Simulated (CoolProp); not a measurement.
Model: reference Helmholtz-energy equation of state, Penoncello 2003, in CoolProp.

Question: Give the vapour pressure (MPa), enthalpy of vaporisation (kJ/kg), vapour Z, liquid viscosity (µPa s) of saturated CHF3 (R23) at 237, 271.3 K.

Answer: 
```json
[
 {"T (K)": "237", "p (MPa)": "0.813", "enthalpy of vaporisation (kJ/kg)": "194", "vapour Z": "0.837", "liquid viscosity (µPa s)": "158"},
 {"T (K)": "271.3", "p (MPa)": "2.37", "enthalpy of vaporisation (kJ/kg)": "142", "vapour Z": "0.661", "liquid viscosity (µPa s)": "95.5"}
]
```

Viscosity comes from a separate model (Shan 2000).
